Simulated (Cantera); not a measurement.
Input: 1 mol CH4, 0.47 mol H2, a varied amount of N2, at 2150 K and 11.0 mbar.

Method: chemical equilibrium by Gibbs-energy minimisation in Cantera with the NASA 1993 tables (ideal gas, pure condensed phases). Candidate condensed phases: C, C6H6, C7H8, C8H18; 92 gas species. Equilibrium is a limit: real reactors are often held back by kinetics, nucleation or transport.

x: gas mole fraction; n: condensed amount in mol.

```
n(N2) (mol)   x N2   x H2     x H    x HCN  x C2H2 (acetylene)  n C(graphite)
-----------  -----  -----  ------  -------  ------------------  -------------
0.34         0.115  0.839  0.0368  0.00791             0.00162          0.966
0.46         0.149  0.803  0.0360  0.00884             0.00156          0.962
0.62         0.192  0.761  0.0351  0.00975             0.00147          0.958
0.85         0.246  0.707  0.0338   0.0106             0.00137          0.952
1.2          0.316  0.639  0.0321   0.0115                   ?          0.945
1.6          0.381  0.575  0.0305   0.0119                   ?          0.938
2.2          0.458  0.500  0.0284   0.0122                   ?          0.929
2.9          0.526  0.433  0.0265   0.0122                   ?          0.919
4            0.604  0.358  0.0241   0.0119                   ?          0.907
5.4          0.673  0.293  0.0218   0.0113                   ?          0.894
7.4          0.737  0.232  0.0194   0.0106                   ?          0.878
10           0.790  0.182  0.0172  0.00968                   ?          0.860
14           0.839  0.137  0.0149  0.00864                   ?          0.837
```

**Question.** What belongs in the gaps?

**Answer.** 
- 1.2, x C2H2 (acetylene): 0.00124
- 1.6, x C2H2 (acetylene): 0.00111
- 2.2, x C2H2 (acetylene): 0.000968
- 2.9, x C2H2 (acetylene): 0.000839
- 4, x C2H2 (acetylene): 0.000694
- 5.4, x C2H2 (acetylene): 0.000567
- 7.4, x C2H2 (acetylene): 0.000449
- 10, x C2H2 (acetylene): 0.000353
- 14, x C2H2 (acetylene): 0.000264
